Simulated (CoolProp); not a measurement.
A simple Rankine cycle with water: condensing at 333.15 K, boiler at 0.116 MPa, turbine inlet 526.9 K, turbine efficiency 0.9, pump efficiency 0.7, no recuperator. Each further row changes one setting.

The numbers come from the reference Helmholtz-energy equation of state, Wagner 2002 in CoolProp.

```json
[
 {"case": "as stated", "thermal efficiency (%)": "11.5", "net work (kJ/kg)": "313", "heat in (kJ/kg)": "2730", "turbine exit temperature (K)": "363.6", "volume ratio over the turbine": "4.02"},
 {"case": "turbine inlet 546.9 K", "thermal efficiency (%)": "11.8", "net work (kJ/kg)": "326", "heat in (kJ/kg)": "2770", "turbine exit temperature (K)": "378.0", "volume ratio over the turbine": "4.02"},
 {"case": "condensing temperature 325.15 K", "thermal efficiency (%)": "13.2", "net work (kJ/kg)": "366", "heat in (kJ/kg)": "2760", "turbine exit temperature (K)": "335.9", "volume ratio over the turbine": "5.43"},
 {"case": "boiler pressure 0.0812 MPa", "thermal efficiency (%)": "9.5", "net work (kJ/kg)": "260", "heat in (kJ/kg)": "2730", "turbine exit temperature (K)": "391.8", "volume ratio over the turbine": "3.03"},
 {"case": "turbine efficiency 0.8", "thermal efficiency (%)": "10.2", "net work (kJ/kg)": "279", "heat in (kJ/kg)": "2730", "turbine exit temperature (K)": "381.7", "volume ratio over the turbine": "4.22"}
]
```
